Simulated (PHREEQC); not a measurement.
A PHREEQC input (ion-association model, phreeqc.dat):

```
SOLUTION 1
  temp 56
  units mg/L
  pH 6.19
  pe 13
  Na 3.31
  K 2.41
  Ca 2.77
  Mg 2.6
  Cl 6.42 charge
  Li 0.1 charge
  S(6) 1.91 as SO4
  Alkalinity 19.7 as HCO3
  Cd 1.27
END
USE solution 1
EQUILIBRIUM_PHASES 1
  Gypsum 0 0
  Quartz 0 0.5
  CO2(g) -2 10
END
```

It stops with these messages:

```
ERROR: Charge balance specified for more than one species.
ERROR: Program terminating due to input errors.
```

The fault: two constituents marked charge. The line should read `Cl 6.42` where the input has `Cl 6.42 charge / Li 0.1 charge`. With the mend the run ends at pH 6.54 and ionic strength 0.000763 mol/kgw.
